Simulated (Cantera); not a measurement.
## Hydrocarbon pyrolysis for carbon deposition

A perfectly stirred reactor is fed with C₂H₆ : N₂ = 1 : 4.7 (molar parts), at 101000 Pa; it is held at 1300 K, and followed from long to short residence time.

Cantera simulation using GRI-Mech 3.0 (53 species, 325 reactions); the numbers are that mechanism's predictions, not measurements. GRI-Mech 3.0 stops at C3 and has no aromatics, soot or wall deposition, so with more carbon than oxygen in the feed, carbon stays in small species such as C2H2 where larger ones or solid carbon would form.

```csv
τ (s),x C₂H₆,x CH₃,x C₂H₂,x CH₂,x C₂H₄,x H,x HCN
2.8,0.000847,1.34e-5,0.0746,1.00e-10,0.0394,1.98e-6,1.03e-10
1.4,0.00119,1.52e-5,0.0736,1.43e-10,0.0427,2.55e-6,9.13e-11
0.71,0.00171,1.74e-5,0.0717,2.04e-10,0.0464,3.22e-6,8.28e-11
0.36,0.00254,2.03e-5,0.0684,2.96e-10,0.0510,4.01e-6,7.67e-11
0.18,0.00393,2.43e-5,0.0632,4.41e-10,0.0570,4.91e-6,7.24e-11
0.090,0.00627,2.98e-5,0.0557,6.65e-10,0.0645,5.86e-6,6.94e-11
0.045,0.0103,3.72e-5,0.0459,1.01e-9,0.0732,6.75e-6,6.71e-11
0.023,0.0172,4.72e-5,0.0349,1.53e-9,0.0811,7.46e-6,6.49e-11
0.011,0.0305,6.20e-5,0.0226,2.36e-9,0.0855,7.86e-6,6.12e-11
0.0057,0.0501,7.89e-5,0.0133,3.34e-9,0.0815,7.76e-6,5.62e-11
0.0028,0.0804,9.92e-5,0.00628,4.49e-9,0.0665,7.20e-6,5.01e-11
```
x: mole fraction; the columns are a selection and need not sum to one.
